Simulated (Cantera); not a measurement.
Input: 1 mol B, 0.12 mol H2O, 1 mol N2, at 133 Pa.

Equilibrium computed with Cantera from the NASA thermochemical tables; the gas is ideal and each condensed phase is pure. Candidate condensed phases: B, BN, B2O3, B3O3H3, H2O; 39 gas species. N2 is the only nitrogen source here; it is nearly inert below about 1500 K, so the nitride shown seldom forms there in practice. Mutual solubility and eutectic melting of coexisting phases are not modelled. The tables' values for BH2 are old estimates; treat these amounts as uncertain. Kinetics and transport are ignored.

x: gas mole fraction; n: condensed amount in mol.

| T (°C) | x N2 | x H2 | x BO | x B2O3 | x HBO | x B2O2 | x H | x HBO2 | n BN(s) | n B2O3(l) |
|---|---|---|---|---|---|---|---|---|---|---|
| 977 | 0.818 | 0.181 | 6.66e-8 | 3.31e-5 | 5.41e-5 | 2.72e-7 | 5.64e-6 | 0.000574 | 0.920 | 0.0397 |
| 1052 | 0.817 | 0.181 | 9.46e-7 | 0.000275 | 0.000260 | 4.79e-6 | 1.90e-5 | 0.00142 | 0.920 | 0.0391 |
| 1127 | 0.815 | 0.179 | 1.01e-5 | 0.00180 | 0.00105 | 6.15e-5 | 5.63e-5 | 0.00313 | 0.920 | 0.0371 |
| 1202 | 0.806 | 0.174 | 8.37e-5 | 0.00967 | 0.00363 | 0.000605 | 0.000148 | 0.00628 | 0.920 | 0.0296 |
| 1277 | 0.770 | 0.160 | 0.000562 | 0.0426 | 0.0107 | 0.00471 | 0.000345 | 0.0111 | 0.918 | 0 |
| 1352 | 0.767 | 0.156 | 0.00192 | 0.0375 | 0.0179 | 0.0112 | 0.000764 | 0.00720 | 0.912 | 0 |
| 1427 | 0.762 | 0.151 | … | … | … | … | … | … | 0.903 | 0 |
| 1502 | 0.755 | 0.144 | 0.0132 | 0.0155 | 0.0344 | 0.0327 | 0.00301 | 0.00213 | 0.893 | 0 |
| 1577 | 0.747 | 0.138 | 0.0259 | 0.00640 | 0.0387 | 0.0376 | 0.00549 | 0.000894 | 0.885 | 0 |
| 1652 | 0.737 | 0.134 | … | … | 0.0389 | … | … | … | 0.882 | 0 |
| 1727 | 0.726 | 0.130 | 0.0641 | 0.000554 | 0.0357 | 0.0268 | 0.0160 | 0.000107 | 0.880 | 0 |

Fill in the missing entries.


- 1427, x BO: 0.00553
- 1427, x B2O3: 0.0276
- 1427, x HBO: 0.0266
- 1427, x B2O2: 0.0217
- 1427, x H: 0.00157
- 1427, x HBO2: 0.00424
- 1652, x BO: 0.0434
- 1652, x B2O3: 0.00206
- 1652, x B2O2: 0.0345
- 1652, x H: 0.00958
- 1652, x HBO2: 0.000325
